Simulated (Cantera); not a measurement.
A Cantera script and what it prints.

```python
import numpy as np
import cantera as ct

gas_names = """
    F F2 H HF H2 H2F2 H3F3 H4F4 H5F5 H6F6 H7F7 N NF NF2 NF3 NH NH2 NH3 N2 N2H2 N2H4 Si SiF SiF2 SiF3
    SiF4 SiH SiHF3 SiH2 SiH2F2 SiH3 SiH3F SiH4 SiN Si2 Si2N Si3
""".split()
cond_names = """
    Si(cr) Si(L) Si3N4(a)
""".split()


# ... load() reads the species with a 1 bar reference pressure and builds the phases ...
atoms = {
    'Si3N4': {'Si': 3, 'N': 4},
    'F2': {'F': 2},
    'H2': {'H': 2},
}
top_T = {'Si3N4(a)': 2400}  # K; cautious upper limits of use, not melting points


# ... equilibrate(T, P, feed) seeds the gas with the atoms and calls Mixture.equilibrate('TP', solver="vcs", rtol=1e-11, max_steps=5000) ...
results = []
T = 1398  # K
P = 100000  # Pa
for m in [4.2, 5.9, 8.2, 11, 16, 22, 31, 43, 60, 83]:
    feed = {'Si3N4': 1, 'F2': 16, 'H2': m}  # mol
    mix = equilibrate(T, P, feed)
    results.append((T, P, feed, dict(zip(mix.species_names, mix.species_moles))))
    x = sorted(zip(gas.X, gas.species_names), reverse=True)
    print(f"T = {T:g} K  P = {P:g} Pa  n(H2) = {m:g} mol  gas = {mix.phase_moles(0):.4g} mol")
    print("   x: " + "  ".join(f"{s} {v:.3e}" for v, s in x if v > 0.0001))
    print("   condensed (mol): " + ("  ".join(f"{mix.phase(i).name} {mix.phase_moles(i):.4g}"
          for i in range(1, mix.n_phases) if mix.phase_moles(i) > 1e-12) or "none"))
```

Result:

```
T = 1398 K  P = 100000 Pa  n(H2) = 4.2 mol  gas = 23.75 mol
   x: F 3.834e-01  HF 3.536e-01  SiF4 1.263e-01  N2 8.419e-02  F2 5.248e-02
   condensed (mol): none
T = 1398 K  P = 100000 Pa  n(H2) = 5.9 mol  gas = 24.31 mol
   x: HF 4.853e-01  F 2.809e-01  SiF4 1.234e-01  N2 8.225e-02  F2 2.817e-02
   condensed (mol): none
T = 1398 K  P = 100000 Pa  n(H2) = 8.2 mol  gas = 24.84 mol
   x: HF 6.601e-01  F 1.324e-01  SiF4 1.208e-01  N2 8.050e-02  F2 6.258e-03
   condensed (mol): none
T = 1398 K  P = 100000 Pa  n(H2) = 11 mol  gas = 26 mol
   x: HF 7.692e-01  SiF4 1.154e-01  N2 7.692e-02  H2 3.846e-02
   condensed (mol): none
T = 1398 K  P = 100000 Pa  n(H2) = 16 mol  gas = 31 mol
   x: HF 6.452e-01  H2 1.935e-01  SiF4 9.676e-02  N2 6.452e-02
   condensed (mol): none
T = 1398 K  P = 100000 Pa  n(H2) = 22 mol  gas = 37 mol
   x: HF 5.406e-01  H2 3.243e-01  SiF4 8.106e-02  N2 5.405e-02
   condensed (mol): none
T = 1398 K  P = 100000 Pa  n(H2) = 31 mol  gas = 46 mol
   x: H2 4.565e-01  HF 4.348e-01  SiF4 6.519e-02  N2 4.348e-02
   condensed (mol): none
T = 1398 K  P = 100000 Pa  n(H2) = 43 mol  gas = 58 mol
   x: H2 5.689e-01  HF 3.449e-01  SiF4 5.170e-02  N2 3.448e-02
   condensed (mol): none
T = 1398 K  P = 100000 Pa  n(H2) = 60 mol  gas = 75 mol
   x: H2 6.666e-01  HF 2.667e-01  SiF4 3.997e-02  N2 2.666e-02
   condensed (mol): none
T = 1398 K  P = 100000 Pa  n(H2) = 83 mol  gas = 98 mol
   x: H2 7.449e-01  HF 2.041e-01  SiF4 3.058e-02  N2 2.040e-02
   condensed (mol): none
```

Method: chemical equilibrium by Gibbs-energy minimisation in Cantera with the NASA 1993 tables (ideal gas, pure condensed phases).
